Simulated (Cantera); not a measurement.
A closed system holds: 1 mol SiC, 0.16 mol H2O, 18 mol N2, at 1973.15 K and 3.50 Pa.

These are equilibrium values from Cantera (NASA tables, ideal gas, pure condensed phases), not measurements of a reactor. Candidate condensed phases: C, C6H6, C7H8, C8H18, H2O, Si, SiC, SiO2, Si2N2O, Si3N4; 151 gas species. The tables' values for SiN are old estimates; treat these amounts as uncertain. Equilibrium is a limit: real reactors are often held back by kinetics, nucleation or transport.

Base state: N2 0.930, Si 0.0448, H 0.0111, CO 0.00820, H2 0.00237, SiC2 0.00163, Si2C 0.00109, HCN 0.000622 (mole fractions); condensed: C(graphite) + SiC(s).

### Question
What changes in the equilibrium state with this change: temperature from 1973.15 K to 1248 K?

### Answer
```csv
species,before,after
N2,0.930,0.985
H2,0.00237,0.00878
CO,0.00820,0.00585
Si,0.0448,<1e-9
H,0.0111,7.40e-6
SiO,7.17e-5,1.21e-5
SiC2,0.00163,<1e-9
Si2C,0.00109,<1e-9
SiN,7.10e-5,<1e-9
CN,6.45e-5,<1e-9
Si2,2.16e-5,<1e-9
"C(graphite), mol",0.687,0
"SiC(s), mol",0.0557,0.893
"Si2N2O(s), mol",0,0.0532
```
N2 is the only nitrogen source here; it is nearly inert below about 1500 K, so the nitride shown seldom forms there in practice. Mutual solubility and eutectic melting of coexisting phases are not modelled.

### Question
What changes in the equilibrium state with this change: temperature from 1973.15 K to 1148 K?

### Answer
```json
[
 {"species": "N2", "before": "0.930", "after": "0.991"},
 {"species": "H2", "before": "0.00237", "after": "0.00888"},
 {"species": "CO", "before": "0.00820", "after": "0.000143"},
 {"species": "Si", "before": "0.0448", "after": "<1e-9"},
 {"species": "H", "before": "0.0111", "after": "1.14e-6"},
 {"species": "SiO", "before": "7.17e-5", "after": "4.04e-8"},
 {"species": "SiC2", "before": "0.00163", "after": "<1e-9"},
 {"species": "Si2C", "before": "0.00109", "after": "<1e-9"},
 {"species": "SiN", "before": "7.10e-5", "after": "<1e-9"},
 {"species": "CN", "before": "6.45e-5", "after": "<1e-9"},
 {"species": "C(graphite), mol", "before": "0.687", "after": "0.312"},
 {"species": "SiC(s), mol", "before": "0.0557", "after": "0.685"},
 {"species": "Si2N2O(s), mol", "before": "0", "after": "0.157"}
]
```
N2 is the only nitrogen source here; it is nearly inert below about 1500 K, so the nitride shown seldom forms there in practice. Mutual solubility and eutectic melting of coexisting phases are not modelled.
